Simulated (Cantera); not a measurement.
Charge: 1 mol PbO, 0.054 mol O2, 3.8 mol N2, at 0.410 bar.

Method: chemical equilibrium by Gibbs-energy minimisation in Cantera with the NASA 1993 tables (ideal gas, pure condensed phases). Candidate condensed phases: Pb, PbO, PbO2, Pb3O4; 12 gas species. Gases not in the tables: (PbO)n polymers. The numbers say what is thermodynamically allowed, not how fast it happens.

Which condensed phases are stable at each of these points (T (K)): 948, 1048, 1148, 1248, 1348, 1448, 1548, 1648?


```tsv
T (K)	condensed phases	Pb condensed (%)
948	PbO(yellow)	100.0
1048	PbO(yellow)	100.0
1148	PbO(yellow)	100.0
1248	PbO(l)	99.8
1348	PbO(l)	99.0
1448	PbO(l)	95.6
1548	PbO(l)	83.0
1648	PbO(l)	39.8
```

From 948 K to 1148 K the condensed part is PbO(yellow). From 1248 K to 1648 K the condensed part is PbO(l).
